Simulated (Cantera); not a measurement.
A freely propagating, adiabatic, planar premixed flame of 29.3 % H₂, 16.8 % O₂, 53.9 % N₂, equivalence ratio 0.87, unburnt at 675 K and 1.01 bar; mixture-averaged transport, grid criteria slope 0.08 and curve 0.16, no radiation.

Computed with Cantera and the H2/O2 subset of GRI-Mech 3.0, which has no nitrogen chemistry. Burning velocities carry a grid error of a few per cent, more on coarse grids.

x: mole fraction of selected species; z is measured from the peak of heat release.

```json
[
 {"z (mm)": "-1.37", "T (K)": "675", "u (m/s)": "9.72", "x H₂": "0.293", "x O₂": "0.168", "x H₂O": "<1e-8", "x H₂O₂": "<1e-8", "x HO₂": "<1e-8", "x OH": "<1e-8"},
 {"z (mm)": "-0.915", "T (K)": "675", "u (m/s)": "9.72", "x H₂": "0.293", "x O₂": "0.168", "x H₂O": "<1e-8", "x H₂O₂": "<1e-8", "x HO₂": "<1e-8", "x OH": "<1e-8"},
 {"z (mm)": "-0.686", "T (K)": "675", "u (m/s)": "9.72", "x H₂": "0.293", "x O₂": "0.168", "x H₂O": "<1e-8", "x H₂O₂": "<1e-8", "x HO₂": "<1e-8", "x OH": "<1e-8"},
 {"z (mm)": "-0.457", "T (K)": "675", "u (m/s)": "9.72", "x H₂": "0.293", "x O₂": "0.168", "x H₂O": "6.00e-8", "x H₂O₂": "<1e-8", "x HO₂": "5.90e-7", "x OH": "<1e-8"},
 {"z (mm)": "-0.229", "T (K)": "685", "u (m/s)": "9.83", "x H₂": "0.290", "x O₂": "0.168", "x H₂O": "0.000473", "x H₂O₂": "1.67e-6", "x HO₂": "0.000201", "x OH": "3.99e-5"},
 {"z (mm)": "-0.114", "T (K)": "844", "u (m/s)": "11.9", "x H₂": "0.262", "x O₂": "0.165", "x H₂O": "0.0150", "x H₂O₂": "9.16e-6", "x HO₂": "0.000205", "x OH": "0.000784"},
 {"z (mm)": "0", "T (K)": "1278", "u (m/s)": "17.4", "x H₂": "0.147", "x O₂": "0.122", "x H₂O": "0.107", "x H₂O₂": "6.36e-6", "x HO₂": "9.97e-5", "x OH": "0.00522"},
 {"z (mm)": "0.114", "T (K)": "1606", "u (m/s)": "21.5", "x H₂": "0.0579", "x O₂": "0.0624", "x H₂O": "0.208", "x H₂O₂": "3.16e-6", "x HO₂": "4.54e-5", "x OH": "0.0140"},
 {"z (mm)": "0.229", "T (K)": "?", "u (m/s)": "23.4", "x H₂": "0.0438", "x O₂": "?", "x H₂O": "0.232", "x H₂O₂": "?", "x HO₂": "?", "x OH": "?"},
 {"z (mm)": "0.457", "T (K)": "1935", "u (m/s)": "25.4", "x H₂": "0.0411", "x O₂": "0.0435", "x H₂O": "0.244", "x H₂O₂": "9.36e-7", "x HO₂": "2.12e-5", "x OH": "0.0219"},
 {"z (mm)": "0.915", "T (K)": "2112", "u (m/s)": "27.4", "x H₂": "0.0375", "x O₂": "0.0394", "x H₂O": "0.258", "x H₂O₂": "5.49e-7", "x HO₂": "1.43e-5", "x OH": "0.0241"},
 {"z (mm)": "1.83", "T (K)": "2281", "u (m/s)": "29.2", "x H₂": "?", "x O₂": "?", "x H₂O": "0.274", "x H₂O₂": "?", "x HO₂": "?", "x OH": "0.0246"},
 {"z (mm)": "3.66", "T (K)": "2429", "u (m/s)": "30.7", "x H₂": "0.0244", "x O₂": "0.0321", "x H₂O": "0.290", "x H₂O₂": "3.34e-7", "x HO₂": "7.04e-6", "x OH": "0.0231"}
]
```

Q: What belongs in the gaps?

A: 
- 0.229, T (K): 1764
- 0.229, x O₂: 0.0486
- 0.229, x H₂O₂: 1.76e-6
- 0.229, x HO₂: 3.01e-5
- 0.229, x OH: 0.0184
- 1.83, x H₂: 0.0316
- 1.83, x O₂: 0.0355
- 1.83, x H₂O₂: 3.82e-7
- 1.83, x HO₂: 9.47e-6
